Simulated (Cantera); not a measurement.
# Gas-phase reforming

An isothermal, constant-pressure homogeneous reactor starts with 38.5 % CH₄, 61.5 % H₂O, at 1375 K and 4.93 atm.

Model: GRI-Mech 3.0 (53 species, 325 reactions), integrated in Cantera.

```json
[
 {"t (s)": "1.00e-5", "x CH₄": "0.385", "x H₂O": "0.615", "x HCO": "<1e-12", "x CH₂O": "<1e-12", "x CH₂CO": "<1e-12"},
 {"t (s)": "4.84e-5", "x CH₄": "0.385", "x H₂O": "0.615", "x HCO": "<1e-12", "x CH₂O": "4.57e-11", "x CH₂CO": "<1e-12"},
 {"t (s)": "0.000234", "x CH₄": "0.385", "x H₂O": "0.615", "x HCO": "<1e-12", "x CH₂O": "2.35e-9", "x CH₂CO": "<1e-12"},
 {"t (s)": "0.00113", "x CH₄": "0.384", "x H₂O": "0.615", "x HCO": "<1e-12", "x CH₂O": "2.37e-8", "x CH₂CO": "<1e-12"},
 {"t (s)": "0.00548", "x CH₄": "0.384", "x H₂O": "0.615", "x HCO": "<1e-12", "x CH₂O": "1.97e-7", "x CH₂CO": "3.42e-11"},
 {"t (s)": "0.0265", "x CH₄": "0.381", "x H₂O": "0.615", "x HCO": "5.86e-12", "x CH₂O": "1.36e-6", "x CH₂CO": "1.59e-8"},
 {"t (s)": "0.128", "x CH₄": "0.367", "x H₂O": "0.610", "x HCO": "8.69e-12", "x CH₂O": "1.80e-6", "x CH₂CO": "1.61e-6"},
 {"t (s)": "0.620", "x CH₄": "0.313", "x H₂O": "0.587", "x HCO": "1.06e-11", "x CH₂O": "1.42e-6", "x CH₂CO": "9.47e-6"},
 {"t (s)": "3.00", "x CH₄": "0.227", "x H₂O": "0.543", "x HCO": "5.51e-11", "x CH₂O": "9.53e-7", "x CH₂CO": "1.39e-5"}
]
```
x: mole fraction; the columns are a selection and need not sum to one.

Equilibrium at this temperature and pressure: CH₄ 0.000293, H₂O 0.114, HCO 3.51e-9, CH₂O 3.06e-7, CH₂CO 5.54e-10 (gas phase only).
